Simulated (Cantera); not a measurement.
Feed: 1 mol C2H4, 0.13 mol CO2, 3.4 mol N2, at 825 K and 8700 Pa.

These are equilibrium values from Cantera (NASA tables, ideal gas, pure condensed phases), not measurements of a reactor. Candidate condensed phases: C, C6H6, C7H8, C8H18, H2O; 136 gas species. Rates play no part.

Base state: N2 0.614, H2 0.333, CO 0.0294, H2O 0.0108, CH4 0.00874, CO2 0.00340, NH3 3.07e-5 (mole fractions); condensed: C(graphite).

### Question
What changes in the equilibrium state with this change: pressure from 8700 Pa to 210000 Pa?

### Answer
```csv
species,before,after
N2,0.614,0.672
H2,0.333,0.203
CH4,0.00874,0.0780
CO,0.0294,0.00672
H2O,0.0108,0.0361
NH3,3.07e-5,0.000367
CO2,0.00340,0.00428
"C(graphite), mol",1.90,1.68
```
